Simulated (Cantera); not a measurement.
# Carbothermic reduction: PbO + CO + N2

A closed system holds: 1 mol PbO, 5.4 mol CO, 0.97 mol N2, at 30.0 mbar.

Method: chemical equilibrium by Gibbs-energy minimisation in Cantera with the NASA 1993 tables (ideal gas, pure condensed phases). Candidate condensed phases: C, Pb, PbO, PbO2, Pb3O4; 27 gas species. Rates play no part.

From 900 °C to 1000 °C the condensed part is Pb(l). From 1100 °C to 2200 °C nothing is condensed. The main Pb-bearing gas is Pb throughout.

| T (°C) | x CO | x CO2 | x N2 | x Pb | x PbO | x O | x O2 | x NO | n Pb(l) |
|---|---|---|---|---|---|---|---|---|---|
| 900 | 0.681 | 0.155 | 0.150 | 0.0141 | 9.88e-8 | <1e-12 | <1e-12 | 1.80e-12 | 0.909 |
| 1000 | 0.648 | 0.147 | 0.143 | 0.0612 | 1.51e-6 | <1e-12 | <1e-12 | 3.55e-11 | 0.585 |
| 1100 | 0.597 | 0.136 | 0.132 | 0.136 | 9.71e-6 | 2.85e-12 | <1e-12 | 4.43e-10 | 0 |
| 1200 | 0.597 | 0.136 | 0.132 | 0.136 | 2.43e-5 | 6.85e-11 | 1.81e-11 | 4.06e-9 | 0 |
| 1300 | 0.597 | 0.136 | 0.132 | 0.136 | 5.40e-5 | 1.10e-9 | 3.32e-10 | 2.79e-8 | 0 |
| 1400 | 0.597 | 0.136 | 0.132 | 0.136 | 0.000109 | 1.26e-8 | 4.28e-9 | 1.52e-7 | 0 |
| 1500 | 0.597 | 0.135 | 0.132 | 0.135 | 0.000201 | 1.10e-7 | 4.12e-8 | 6.85e-7 | 0 |
| 1600 | 0.597 | 0.135 | 0.132 | 0.135 | 0.000346 | 7.59e-7 | 3.09e-7 | 2.62e-6 | 0 |
| 1700 | 0.598 | 0.135 | 0.132 | 0.135 | 0.000563 | 4.30e-6 | 1.89e-6 | 8.70e-6 | 0 |
| 1800 | 0.598 | 0.135 | 0.132 | 0.135 | 0.000867 | 2.06e-5 | 9.60e-6 | 2.57e-5 | 0 |
| 1900 | 0.598 | 0.134 | 0.132 | 0.134 | 0.00128 | 8.48e-5 | 4.17e-5 | 6.84e-5 | 0 |
| 2000 | 0.599 | 0.133 | 0.131 | 0.134 | 0.00180 | 0.000307 | 0.000158 | 0.000166 | 0 |
| 2100 | 0.601 | 0.131 | 0.131 | 0.133 | 0.00242 | 0.000985 | 0.000518 | 0.000368 | 0 |
| 2200 | 0.604 | 0.125 | 0.131 | 0.132 | 0.00308 | 0.00280 | 0.00147 | 0.000745 | 0 |
x: gas mole fraction; n: condensed amount in mol.
